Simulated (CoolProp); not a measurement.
The numbers come from the reference Helmholtz-energy equation of state, Gao 2022 in CoolProp.

Q: Give the vapour pressure (bar), vapour density (kg/m³), enthalpy of vaporisation (kJ/kg) of saturated n-perfluorobutane at 215.3 K.

A: 
| T (K) | p (bar) | vapour density (kg/m³) | enthalpy of vaporisation (kJ/kg) |
|---|---|---|---|
| 215.3 | 0.0508 | 0.678 | 115 |
